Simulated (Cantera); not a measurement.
Cantera with NASA thermochemical tables; ideal gases at 1 bar, condensed phases pure. Values are per mole of reaction as written; species without (g) are pure solids or liquids, kept so even where they would boil at 1 bar.

Problem. Between 473 and 1873 K, where is each reaction favourable under standard conditions?
- 4 N2(g) + 6 SiO(g) ⇌ 3 O2(g) + 2 Si3N4

Solution. 
- 4 N2(g) + 6 SiO(g) ⇌ 3 O2(g) + 2 Si3N4: ΔG° is -322 kJ at 473 K and 1281 kJ at 1873 K; it changes sign between 673 and 873 K. ΔH° is -771 kJ and ΔS° -1096 J/K at 1873 K.
